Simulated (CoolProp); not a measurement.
n-perfluorohexane at 298.15 K and 6.8 MPa is throttled through a valve to 1.44 MPa with no heat exchange. Each further row changes one setting.

Computed with CoolProp (reference Helmholtz-energy equation of state, Gao 2022).

| case | temperature change (K) | final density (kg/m³) |
|---|---|---|
| as stated | +1.6 | 1680 |
| outlet pressure 0.432 MPa | ___ | ___ |
| outlet pressure 1.87 MPa | ___ | 1680 |

**Question.** Fill in the missing entries.

**Answer.** 
- outlet pressure 0.432 MPa, temperature change (K): +1.8
- outlet pressure 0.432 MPa, final density (kg/m³): 1670
- outlet pressure 1.87 MPa, temperature change (K): +1.4
